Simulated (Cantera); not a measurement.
An isothermal, constant-pressure homogeneous reactor starts with 1.86 % CH4, 93.2 % H2, 4.94 % H, at 2223 K and 0.0110 bar.

Model: GRI-Mech 3.0 (53 species, 325 reactions), integrated in Cantera. GRI-Mech 3.0 stops at C3 and has no aromatics, soot or wall deposition, so with more carbon than oxygen in the feed, carbon stays in small species such as C2H2 where larger ones or solid carbon would form. Radical loss at walls, strong at low pressure, is not modelled.

x: mole fraction; the columns are a selection and need not sum to one.

```tsv
t (s)	x CH4	x H2	x H	x CH2	x C2H2	x C2H	x C2H4
0.000400	0.00780	0.947	0.0364	…	0.00231	3.27e-6	0.000136
0.00113	0.00552	0.953	0.0328	…	0.00458	5.80e-6	6.53e-5
0.00317	0.00312	0.958	0.0298	…	0.00672	7.70e-6	2.05e-5
0.00894	0.00141	0.961	0.0287	…	0.00812	8.92e-6	4.60e-6
0.0252	0.000517	0.961	0.0294	…	0.00882	9.92e-6	1.05e-6
0.0710	0.000161	0.959	0.0316	…	0.00908	1.10e-5	4.83e-7
0.200	4.38e-5	0.955	0.0360	…	0.00916	1.27e-5	3.68e-7
0.563	1.14e-5	0.947	0.0440	…	0.00914	1.56e-5	2.89e-7
1.59	5.20e-6	0.936	0.0547	4.90e-7	0.00909	1.96e-5	2.24e-7
4.47	4.35e-6	0.932	0.0592	4.86e-7	0.00907	2.12e-5	2.04e-7
12.6	4.33e-6	0.932	0.0594	4.86e-7	0.00907	2.13e-5	2.03e-7
35.5	4.33e-6	0.932	0.0594	4.86e-7	0.00907	2.13e-5	2.03e-7
100	4.33e-6	0.932	0.0594	4.86e-7	0.00907	2.13e-5	2.03e-7
```

### Question
What belongs in the gaps?

### Answer

- 0.000400, x CH2: 0.000179
- 0.00113, x CH2: 0.000121
- 0.00317, x CH2: 6.69e-5
- 0.00894, x CH2: 3.13e-5
- 0.0252, x CH2: 1.28e-5
- 0.0710, x CH2: 4.79e-6
- 0.200, x CH2: 1.71e-6
- 0.563, x CH2: 6.79e-7
